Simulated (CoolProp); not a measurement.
R507A along the isotherm 500 K: density (kg/m³) from the reference equation and from simpler models built on Tc = 343.8 K, pc = 3705 kPa, ω = 0.286; each cubic takes its own stable root.

The numbers come from the reference Helmholtz-energy equation of state, Lemmon 2003 in CoolProp. It is a pseudo-pure fit of the blend.

```csv
p (kPa),phase,reference,van der Waals,Soave-Redlich-Kwong
617,gas,14.89,14.96,14.85
1230,gas,30.13,30.41,29.96
1850,gas,46.00,46.70,45.59
2470,gas,62.34,63.70,61.56
3090,gas,79.15,81.47,77.85
3700,gas,96.14,99.76,94.17
4320,supercritical,113.9,119.2,111.0
4940,supercritical,132.0,139.6,128.1
5560,supercritical,150.6,160.8,145.4
6170,supercritical,169.2,182.6,162.6
6790,supercritical,188.5,205.6,180.2
7410,supercritical,208.1,229.1,197.8
8030,supercritical,227.9,252.9,215.4
8640,supercritical,247.5,276.3,232.6
9260,supercritical,267.5,299.7,250.1
```
